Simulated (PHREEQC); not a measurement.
A PHREEQC input (ion-association model, phreeqc.dat):

```
SOLUTION 1
  temp 25
  units mg/dL
  pH 5.62
  pe 12.2
  Na 0.0594
  K 0.0133
  Ca 0.103
  Mg 0.0257
  Cl 0.167
  S(6) 0.135 as SO4
  Alkalinity 0.149 as HCO3
  F 1.92e-05
  O(0) 0.0082
  Li 0.000588
END
USE solution 1
EQUILIBRIUM_PHASES 1
  Gypsum 0 0
  CO2(g) -2 10
END
```

It stops with these messages:

```
ERROR: Calculations terminating due to input errors.
```

The fault: a unit that the program doesn't know. The line should read `units mg/L` where the input has `units mg/dL`. With the mend the run ends at pH 4.95 and ionic strength 2.64e-5 mol/kgw.
